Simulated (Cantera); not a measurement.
A perfectly stirred reactor is fed with NO : N2 = 1 : 11 (molar parts), at 760 Torr; it is held at 1923 K, and followed from long to short residence time.

Cantera simulation using GRI-Mech 3.0 (53 species, 325 reactions); the numbers are that mechanism's predictions, not measurements.

Problem. Predict: x(NO) at τ = 8.00 s; x(N2O) at τ = 8.00 s; x(N2) at τ = 8.00 s; x(O2) at τ = 8.00 s; x(NO2) at τ = 8.00 s; x(NO) at τ = 37.0 ms; x(N2O) at τ = 37.0 ms; x(N2) at τ = 37.0 ms; x(O2) at τ = 37.0 ms; x(NO2) at τ = 37.0 ms.

Solution. 
* **x(NO) at τ = 8.00 s**: 0.0372
* **x(N2O) at τ = 8.00 s**: 7.59e-7
* **x(N2) at τ = 8.00 s**: 0.940
* **x(O2) at τ = 8.00 s**: 0.0230
* **x(NO2) at τ = 8.00 s**: 2.47e-5
* **x(NO) at τ = 37.0 ms**: 0.0829
* **x(N2O) at τ = 37.0 ms**: 3.14e-6
* **x(N2) at τ = 37.0 ms**: 0.917
* **x(O2) at τ = 37.0 ms**: 0.000196
* **x(NO2) at τ = 37.0 ms**: 1.31e-5
